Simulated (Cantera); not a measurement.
Input (Python, Cantera):

```python
import numpy as np
import cantera as ct

surf = ct.Interface("diamond.yaml", "diamond_100")
gas, bulk = surf.adjacent["gas"], surf.adjacent["diamond"]
k = surf.kinetics_species_index(bulk.species_names[0])
cover = ["c6HH", "c6H*", "c6*H", "c6**", "c6HM", "c6B"]

rows, drift = [], 0.0
print(f"{'xCH3':>10s}{'um/h':>11s}" + "".join(f"{s:>11s}" for s in cover))
for v in [1e-06, 2.3e-06, 5.5e-06, 1.3e-05, 3e-05, 7.1e-05, 0.00017, 0.00039, 0.00091]:
    T, P, xH, xCH3 = 1075, 2200, 0.0003, v
    gas.TPX = T, P, {"H": xH, "CH3": xCH3, "CH4": 0.028, "H2": 1 - xH - xCH3 - 0.028}
    surf.TP = bulk.TP = T, P
    surf.coverages = "c6H*:0.1, c6HH:0.9"
    surf.advance_coverages(100.0)
    before = surf.coverages
    surf.advance_coverages(100.0)
    drift = max(drift, np.max(np.abs(surf.coverages - before) / (surf.coverages + 1e-9)))
    rate = surf.net_production_rates[k] * bulk.mean_molecular_weight / bulk.density * 3.6e9
    rows.append([rate, *surf[cover].coverages])
    print(f"{v:10.4g}{rate:11.4e}" + "".join(f"{x:11.3e}" for x in rows[-1][1:]))
```

It prints:

```
      xCH3       um/h       c6HH       c6H*       c6*H       c6**       c6HM        c6B
     1e-06 1.7865e-03  5.592e-01  2.414e-02  4.060e-01  1.046e-02  1.237e-04  4.848e-12
   2.3e-06 4.1066e-03  5.591e-01  2.413e-02  4.059e-01  1.045e-02  2.844e-04  1.114e-11
   5.5e-06 9.8062e-03  5.587e-01  2.411e-02  4.056e-01  1.043e-02  6.792e-04  2.661e-11
   1.3e-05 2.3102e-02  5.580e-01  2.408e-02  4.050e-01  1.037e-02  1.601e-03  6.269e-11
     3e-05 5.2916e-02  5.562e-01  2.400e-02  4.037e-01  1.024e-02  3.673e-03  1.436e-10
   7.1e-05 1.2305e-01  5.522e-01  2.381e-02  4.005e-01  9.929e-03  8.571e-03  3.339e-10
   0.00017 2.8295e-01  5.428e-01  2.337e-02  3.932e-01  9.250e-03  1.986e-02  7.678e-10
   0.00039 5.9852e-01  5.238e-01  2.250e-02  3.785e-01  7.998e-03  4.269e-02  1.624e-09
   0.00091 1.1938e+00  4.869e-01  2.079e-02  3.498e-01  5.960e-03  8.773e-02  3.239e-09
```

Model: the Harris–Goodwin 1993 mechanism for the reconstructed diamond (100) surface, integrated in Cantera.
